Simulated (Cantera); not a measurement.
A freely propagating, adiabatic, planar premixed flame of H2 : O2 : N2 = 1 : 0.633 : 2.09 (molar parts), equivalence ratio 0.79, unburnt at 323 K and 0.128 atm; mixture-averaged transport, grid criteria slope 0.08 and curve 0.16, no radiation.

Computed with Cantera and the H2/O2 subset of GRI-Mech 3.0, which has no nitrogen chemistry. Burning velocities carry a grid error of a few per cent, more on coarse grids.

**Question.** What does this change do: O2 0.633 to 0.5 parts?

**Answer.** 
| quantity | before | after |
|---|---|---|
| laminar burning velocity | 205 cm/s | 199 cm/s |
| thermal thickness | 5.06 mm | 5.63 mm |
| peak x(O) | 0.0156 | 0.0109 |
| peak x(HO2) | 0.000142 | 0.000124 |
| peak x(H) | 0.0577 | 0.0660 |

**Question.** What does this change do: inlet temperature 323 to 398 K?

**Answer.** 
```csv
quantity,before,after
laminar burning velocity,205 cm/s,284 cm/s
thermal thickness,5.06 mm,5.53 mm
peak x(O),0.0156,0.0169
peak x(HO2),0.000142,0.000117
peak x(H),0.0577,0.0629
```
